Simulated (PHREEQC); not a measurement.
0.48 g of hydrous ferric oxide (600 m²/g; 0.2 weak and 0.005 strong sites per Fe, Dzombak-Morel constants, diffuse double layer) in 1 kg of water with 0.001 mol/kgw of an inert sodium salt, at 25 °C; the pH is set by adding NaOH or the inert anion's acid. Oxygen is held at 0.21 atm. The system is closed to CO2. No solid was allowed to form.

Computed with PHREEQC (ion-association model, wateq4f.dat).

| pH | surface charge σ (C/m²) | surface potential ψ (mV) |
|---|---|---|
| 3 | 0.260 | 231 |
| 3.38 | 0.199 | 226 |
| 3.75 | 0.150 | 217 |
| 4.12 | 0.111 | 205 |
| 4.88 | 0.058 | 174 |
| 5.25 | 0.041 | 157 |
| 5.62 | 0.028 | 139 |
| 6 | 0.019 | 119 |
| 6.38 | 0.012 | 99 |
| 6.75 | 0.008 | 78 |
| 7.12 | 0.005 | 57 |
| 7.88 | 0.001 | 13 |
| 8.25 | -0.001 | -8 |
| 8.62 | -0.002 | -29 |
| 9 | -0.004 | -51 |

The oxide is taken as insoluble; below pH 4 it would dissolve.
